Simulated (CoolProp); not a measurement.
Chloromethane (R40) along the isotherm 226.85 °C: Z from the reference equation and from simpler models built on Tc = 145.5 °C, pc = 69.29 bar, ω = 0.150; each cubic takes its own stable root.

Values from CoolProp's reference Helmholtz-energy equation of state, Thol 2014.

| p (bar) | phase | reference |
|---|---|---|
| 6.93 | gas | 0.9797 |
| 13.9 | gas | 0.9590 |
| 20.8 | gas | 0.9382 |
| 27.7 | gas | 0.9171 |
| 34.6 | gas | 0.8957 |
| 41.6 | gas | 0.8736 |
| 48.5 | gas | 0.8516 |
| 55.4 | gas | 0.8292 |
| 62.4 | gas | 0.8062 |
| 69.3 | supercritical | 0.7833 |
| 76.2 | supercritical | 0.7602 |
| 83.1 | supercritical | 0.7369 |
| 90.1 | supercritical | 0.7133 |
| 97 | supercritical | 0.6902 |
| 104 | supercritical | 0.6671 |

Problem. How far does each simpler model (van der Waals, Redlich-Kwong, Soave-Redlich-Kwong, Peng-Robinson) lie from the reference over these 15 states: mean and median of the absolute difference, and the worst?

Solution. 
- van der Waals: mean 1.5 %, median 0.3 %, worst -6.2 % at 226.85 °C and 104 bar
- Redlich-Kwong: mean 0.2 %, median 0.2 %, worst -0.5 % at 226.85 °C and 104 bar
- Soave-Redlich-Kwong: mean 1.9 %, median 1.5 %, worst +4.8 % at 226.85 °C and 104 bar
- Peng-Robinson: mean 0.8 %, median 0.9 %, worst -1.2 % at 226.85 °C and 69.3 bar
